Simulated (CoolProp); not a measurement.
Vapour-liquid equilibrium of acetone (1) + toluene (2) at 3.05 °C; x and y are mole fractions of (1).

Model: multi-fluid Helmholtz-energy mixture model, Lemmon 2006 and Lemmon 2006; pair parameters Bell 2016, in CoolProp.

```csv
x,"bubble pressure, mixture model (MPa)","bubble pressure, Raoult's law (MPa)","y, mixture model","y, Raoult's law"
0.05,0.002174,0.001587,0.519,0.344
0.125,0.003463,0.002323,0.717,0.587
0.2,0.004470,0.003059,0.795,0.713
0.275,0.005286,0.003795,0.838,0.790
0.35,0.005976,0.004531,0.866,0.843
0.425,0.006583,0.005266,0.887,0.880
0.5,0.007142,0.006002,0.904,0.909
0.575,0.007675,0.006738,0.920,0.931
0.65,0.008202,0.007474,0.934,0.949
0.725,0.008735,0.008210,0.948,0.963
0.8,0.009287,0.008945,0.961,0.975
0.875,0.009865,0.009681,0.975,0.986
0.95,0.01048,0.01042,0.990,0.995
```

The largest gap from Raoult's law is +49.1 % in bubble pressure, at x = 0.125. No azeotrope shows between x = 0.05 and 0.95.

The pair parameters rest on a limited set of measurements; away from them the model extrapolates.
